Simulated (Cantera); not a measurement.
A closed system holds: 1 mol SiC, 0.29 mol Si, 0.047 mol H2, equilibrated at 2550 °C and 960 Pa.

Equilibrium computed with Cantera from the NASA thermochemical tables; the gas is ideal and each condensed phase is pure. Candidate condensed phases: C, C6H6, C7H8, C8H18, Si, SiC; 87 gas species. Equilibrium is a limit: real reactors are often held back by kinetics, nucleation or transport.

Base state: Si 0.553, SiC2 0.324, H 0.0609, Si2C 0.0462, H2 0.00453, C3 0.00435, Si2 0.00296, SiC 0.00108 (mole fractions); condensed: C(graphite).

Problem. What changes in the equilibrium state with this change: pressure from 960 Pa to 3.40 Pa?

Solution. 
```
species             before    after
----------------  --------  -------
Si                   0.553    0.659
C                 0.000881    0.105
C3                 0.00435   0.0924
SiC2                 0.324   0.0687
Si2C                0.0462  9.77e-5
C2                0.000427   0.0215
H                   0.0609   0.0530
Si3                6.05e-5  1.28e-9
C2H2 (acetylene)  0.000163  7.78e-8
C(graphite), mol    0.0614        0
```

Problem. What changes in the equilibrium state with this change: 0.96 mol CO2 added?

Solution. 
```
species             before    after
----------------  --------  -------
CO                       0    0.578
Si                   0.553    0.360
H                   0.0609   0.0271
SiC2                 0.324   0.0116
SiO                      0   0.0160
Si2C                0.0462  0.00457
C5                 4.51e-5  3.21e-8
C2H2 (acetylene)  0.000163  1.78e-6
C3                 0.00435  5.63e-5
C(graphite), mol    0.0614        0
```
Further candidate phases: H2O, SiO2.
